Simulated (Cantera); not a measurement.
A perfectly stirred reactor is fed with H2 : O2 : N2 : H2O = 1 : 0.575 : 2.16 : 0.13 (molar parts), at 4.93 atm; it is adiabatic with a 748 K inlet, and is followed from long to short residence time, starting on the burning branch (τ in s: 0.19, 0.076, 0.031, 0.013, 0.0053, 0.0022, 0.00089, 0.00037, 0.00015, 6.2e-05, 2.5e-05).

Model: the H2/O2 subset of GRI-Mech 3.0, which has no nitrogen chemistry, integrated in Cantera. The hydrogen kinetics of GRI-Mech 3.0 are dated; newer H2 mechanisms differ, most at raised pressure.

Task: Predict: blow-out, bracketed by the residence times tried; x(H2) at τ = 0.190 s; x(O2) at τ = 0.190 s; x(H2O) at τ = 0.190 s; x(O) at τ = 0.190 s; x(H) at τ = 0.190 s; x(H2) at τ = 2.20 ms; x(O2) at τ = 2.20 ms; x(H2O) at τ = 2.20 ms; x(O) at τ = 2.20 ms; x(H) at τ = 2.20 ms.

Result: 
```json
{
 "blow_out_bracketed_by_the_residence_times_tried": "burning at 25.0 µs, the shortest tried",
 "x(H2) at τ = 0.190 s": "0.00618",
 "x(O2) at τ = 0.190 s": "0.0223",
 "x(H2O) at τ = 0.190 s": "0.322",
 "x(O) at τ = 0.190 s": "0.00105",
 "x(H) at τ = 0.190 s": "0.000950",
 "x(H2) at τ = 2.20 ms": "0.00701",
 "x(O2) at τ = 2.20 ms": "0.0226",
 "x(H2O) at τ = 2.20 ms": "0.320",
 "x(O) at τ = 2.20 ms": "0.00116",
 "x(H) at τ = 2.20 ms": "0.00114"
}
```
